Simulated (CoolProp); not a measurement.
Vapour-liquid equilibrium of n-heptane (1) + o-xylene (2) at 0.667 MPa; x and y are mole fractions of (1).

The numbers come from the multi-fluid Helmholtz-energy mixture model, Span 2003 and Zhou 2012; pair parameters Bell 2016 in CoolProp.

```json
[
 {"x": "0.05", "bubble temperature, mixture model (°C)": "227.9", "bubble temperature, Raoult's law (°C)": "228.8", "y, mixture model": "0.116", "y, Raoult's law": "0.117"},
 {"x": "0.15", "bubble temperature, mixture model (°C)": "219.0", "bubble temperature, Raoult's law (°C)": "221.1", "y, mixture model": "0.302", "y, Raoult's law": "0.312"},
 {"x": "0.25", "bubble temperature, mixture model (°C)": "211.7", "bubble temperature, Raoult's law (°C)": "214.1", "y, mixture model": "0.444", "y, Raoult's law": "0.465"},
 {"x": "0.35", "bubble temperature, mixture model (°C)": "205.5", "bubble temperature, Raoult's law (°C)": "207.9", "y, mixture model": "0.557", "y, Raoult's law": "0.588"},
 {"x": "0.45", "bubble temperature, mixture model (°C)": "200.1", "bubble temperature, Raoult's law (°C)": "202.3", "y, mixture model": "0.649", "y, Raoult's law": "0.687"},
 {"x": "0.55", "bubble temperature, mixture model (°C)": "195.4", "bubble temperature, Raoult's law (°C)": "197.1", "y, mixture model": "0.728", "y, Raoult's law": "0.769"},
 {"x": "0.65", "bubble temperature, mixture model (°C)": "191.2", "bubble temperature, Raoult's law (°C)": "192.4", "y, mixture model": "0.797", "y, Raoult's law": "0.837"},
 {"x": "0.75", "bubble temperature, mixture model (°C)": "187.3", "bubble temperature, Raoult's law (°C)": "188.1", "y, mixture model": "0.860", "y, Raoult's law": "0.894"},
 {"x": "0.85", "bubble temperature, mixture model (°C)": "183.7", "bubble temperature, Raoult's law (°C)": "184.1", "y, mixture model": "0.918", "y, Raoult's law": "0.941"},
 {"x": "0.95", "bubble temperature, mixture model (°C)": "180.3", "bubble temperature, Raoult's law (°C)": "180.4", "y, mixture model": "0.973", "y, Raoult's law": "0.982"}
]
```

The largest gap from Raoult's law is -2.4 K in bubble temperature, at x = 0.35. No azeotrope shows between x = 0.05 and 0.95.

The pair parameters rest on a limited set of measurements; away from them the model extrapolates.
